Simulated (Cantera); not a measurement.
Equilibrium for boron, boron nitride and boron oxide: B₂H₆ + H₂

Feed: 1 mol B₂H₆, 2.2 mol H₂, held at 1723.15 K and 4.40 mbar.

Method: chemical equilibrium by Gibbs-energy minimisation in Cantera with the NASA 1993 tables (ideal gas, pure condensed phases). Candidate condensed phases: B; 7 gas species. The feed counts by its element totals alone. The tables' values for BH₂ are old estimates; treat these amounts as uncertain. Equilibrium is a limit: real reactors are often held back by kinetics, nucleation or transport.

```json
{
  "x(H₂)": "0.997",
  "x(H)": "0.00275",
  "x(BH₂)": "7.32e-5",
  "x(BH₃)": "1.02e-6",
  "n(B(s))": "2.00 mol",
  "gas_amount": "5.207 mol"
}
```
